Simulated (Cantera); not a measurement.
## Ammonia decomposition in nitride growth gas

An isothermal, constant-pressure homogeneous reactor starts with 15.4 % NH3, 84.6 % H2, at 2073 K and 0.00987 atm.

Cantera simulation using the gas-phase N/H chemistry of the illustrative SiF4/NH3 mechanism in the Surface Chemkin manual (1991); the numbers are that mechanism's predictions, not measurements. Walls and surfaces, which speed up NH3 decomposition in real reactors, are not modelled.

```
t (s)       x NH3   x H2     x NH     x N2    x N2H2       x N
--------  -------  -----  -------  -------  --------  --------
0.000700    0.154  0.846  2.02e-8  1.47e-9  3.52e-10  6.20e-11
0.00203     0.154  0.846  1.75e-7  5.81e-8   3.69e-9   1.63e-9
0.00587     0.154  0.846  1.45e-6  2.19e-6   4.45e-8   3.94e-8
0.0170      0.153  0.846  1.04e-5  9.12e-5   5.58e-7   7.54e-7
0.0492      0.149  0.847  2.33e-5  0.00158   1.62e-6   2.54e-6
0.142       0.137  0.854  2.29e-5  0.00683   1.48e-6   2.59e-6
0.412       0.108  0.870  2.10e-5   0.0194   1.11e-6   2.57e-6
1.19       0.0571  0.899  1.67e-5   0.0417   5.19e-7   2.51e-6
3.45      0.00960  0.925  9.53e-6   0.0624   7.48e-8   2.67e-6
10.0      1.23e-5  0.916  4.44e-7   0.0660  1.22e-11   7.51e-7
```
x: mole fraction; the columns are a selection and need not sum to one.

Equilibrium at this temperature and pressure: NH3 3.96e-8, H2 0.909, NH 2.73e-9, N2 0.0658, N2H2 <1e-12, N 6.37e-9 (gas phase only).
